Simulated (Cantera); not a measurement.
# Reactions in the system H-N-O-Zr

Standard-state values (1 bar) from the NASA 1993 polynomials, evaluated with Cantera. Values are per mole of reaction as written; species without (g) are pure solids or liquids, kept so even where they would boil at 1 bar.

3 ZrO2 + 4 NH3(g) ⇌ 6 H2O(g) + 2 N2(g) + 3 Zr

| T (K) | ΔH° (kJ) | ΔS° (J/K) | ΔG° (kJ) | log10 K | condensed phases |
|---|---|---|---|---|---|
| 2098 | 1952.0 | 649.8 | 588.7 | -14.66 | ZrO2(tetragonal), Zr(β) |
| 2148 | 2014.1 | 679.0 | 555.5 | -13.51 | ZrO2(tetragonal), Zr(l) |
| 2198 | 2014.0 | 679.0 | 521.6 | -12.40 | ZrO2(tetragonal), Zr(l) |
| 2248 | 2013.8 | 678.9 | 487.6 | -11.33 | ZrO2(tetragonal), Zr(l) |
| 2298 | 2013.7 | 678.9 | 453.7 | -10.31 | ZrO2(tetragonal), Zr(l) |
| 2348 | 2013.6 | 678.8 | 419.8 | -9.34 | ZrO2(tetragonal), Zr(l) |
| 2398 | 2013.5 | 678.8 | 385.8 | -8.40 | ZrO2(tetragonal), Zr(l) |
